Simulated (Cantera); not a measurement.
Feed: 1 mol CH₃SiH₃, 0.14 mol CH₄, 380 mol H₂, held at 10.0 mbar.

Equilibrium computed with Cantera from the NASA thermochemical tables; the gas is ideal and each condensed phase is pure. Candidate condensed phases: C, C₆H₆, C₇H₈, C₈H₁₈, Si, SiC; 87 gas species. The feed counts by its element totals alone. Gases not in the tables: Si₂H₆ and higher silanes. Rates play no part.

Q: At 1877 °C, list the 5 most abundant gas species with their mole fractions, and the condensed phases.

A: H₂ 0.955, H 0.0412, Si 0.00212, C₂H₂ (acetylene) 0.00129, SiC₂ 0.000117. Condensed: gas only.
